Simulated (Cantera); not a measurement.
Cantera run, input and output.

```python
import numpy as np
import cantera as ct

gas = ct.Solution("gri30.yaml")
gas.TPX = 1548, 92000, {'CH3OH': 0.0029, 'O2': 0.0099, 'N2': 1}
reactor = ct.IdealGasConstPressureReactor(gas, energy="off", clone=False)
net = ct.ReactorNet([reactor])
net.rtol, net.atol = 1e-08, 1e-18
show = ['CH3OH', 'O2', 'HCN', 'NO', 'C2H6']
times = np.geomspace(0.0003, 200, 13)

steps = ct.SolutionArray(gas, extra=["t"])
rows = []
print(f"{'t/s':>10s}{'T/K':>9s}{'P/Pa':>11s}" + "".join(f"{s:>11s}" for s in show))
for t in times:
    while net.time < t:
        t_next = net.step()
        steps.append(gas.state, t=t_next)
    rows.append([np.interp(t, steps.t, y) for y in (steps.T, steps.P, *steps(*show).X.T)])
    print(f"{t:10.3e}{rows[-1][0]:9.1f}{rows[-1][1]:11.4g}" + "".join(f"{x:11.3e}" for x in rows[-1][2:]))
rate = np.gradient(steps.T, steps.t)
print("integrator steps:", len(steps.t))
if steps.T.max() > steps.T[0] + 200:
    print(f"time of steepest temperature rise: {steps.t[rate.argmax()]:.4e} s")
gas.TPX = 1548, 92000, {'CH3OH': 0.0029, 'O2': 0.0099, 'N2': 1}
gas.equilibrate("TP")
print(f"equilibrium (TP): T = {gas.T:.1f} K  " + "  ".join(f"{s} {gas[s].X[0]:.3e}" for s in show))
```

Output:

```
       t/s      T/K       P/Pa      CH3OH         O2        HCN         NO       C2H6
 3.000e-04   1548.0    9.2e+04  1.183e-03  9.191e-03  1.593e-09  1.437e-09  2.421e-08
 9.172e-04   1548.0    9.2e+04  1.369e-18  6.097e-03  6.959e-11  8.477e-07  7.950e-31
 2.804e-03   1548.0    9.2e+04  7.459e-20  5.593e-03  4.947e-15  2.685e-06  4.121e-33
 8.572e-03   1548.0    9.2e+04  1.846e-22  5.473e-03  9.836e-16  3.327e-06 -8.917e-38
 2.621e-02   1548.0    9.2e+04 -1.179e-21  5.460e-03  1.800e-16  3.491e-06 -1.455e-33
 8.012e-02   1548.0    9.2e+04 -5.579e-20  5.464e-03  2.041e-17  3.537e-06  2.724e-31
 2.449e-01   1548.0    9.2e+04  9.939e-21  5.467e-03  1.317e-18  3.552e-06 -3.651e-32
 7.489e-01   1548.0    9.2e+04 -1.924e-23  5.467e-03  1.915e-19  3.566e-06  1.641e-34
 2.289e+00   1548.0    9.2e+04  4.830e-29  5.467e-03  1.570e-19  3.601e-06  8.013e-45
 6.999e+00   1548.0    9.2e+04  9.613e-30  5.467e-03  1.566e-19  3.707e-06  4.635e-46
 2.140e+01   1548.0    9.2e+04  8.779e-30  5.467e-03  1.555e-19  4.033e-06 -1.177e-46
 6.542e+01   1548.0    9.2e+04  8.774e-30  5.467e-03  1.521e-19  5.025e-06  3.972e-48
 2.000e+02   1548.0    9.2e+04  8.770e-30  5.465e-03  1.428e-19  8.045e-06 -6.213e-50
integrator steps: 2041
equilibrium (TP): T = 1548.0 K  CH3OH 9.219e-30  O2 5.331e-03  HCN 2.486e-20  NO 2.751e-04  C2H6 1.796e-55
```

Computed with Cantera and GRI-Mech 3.0 (53 species, 325 reactions). GRI-Mech 3.0 was tuned for natural gas; its chemistry of methanol as a main component is partial and can be far from experiment.
